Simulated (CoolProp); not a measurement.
A single-stage vapour-compression cycle with the fluid: evaporating at 266.15 K (dew point), condensing at 298.15 K (bubble point), superheat 0 K, subcooling 0 K, compressor efficiency 0.6, no pressure losses. The same conditions are run with several fluids, on thermodynamics alone (safety and materials aside).

The numbers come from the reference Helmholtz-energy equation of state of each fluid (sulfur hexafluoride: Guder 2009; R507A: Lemmon 2003; propane: Lemmon 2009; trans-2-butene: Lemmon 2005; fluoroethane (R161): Wu 2012; n-butane: Bücker 2006) in CoolProp. Blends and air are pseudo-pure fits.

```csv
fluid,cooling COP,pressure ratio,discharge temperature (K),refrigerating effect (kJ/kg),volumetric capacity (kJ/m³)
sulfur hexafluoride,3.33,2.30,[?],53.7,[?]
R507A,3.99,2.58,[?],122,3140
propane,4.24,2.50,316.9,302,2530
trans-2-butene,[?],3.15,318.5,340,663
fluoroethane (R161),4.33,[?],[?],318,2600
n-butane,4.40,3.10,[?],316,675
```

Question: Fill in the missing entries.

Answer: 
- sulfur hexafluoride, discharge temperature (K): 305.8
- sulfur hexafluoride, volumetric capacity (kJ/m³): 4550
- R507A, discharge temperature (K): 312.4
- trans-2-butene, cooling COP: 4.46
- fluoroethane (R161), pressure ratio: 2.68
- fluoroethane (R161), discharge temperature (K): 332.1
- n-butane, discharge temperature (K): 312.5
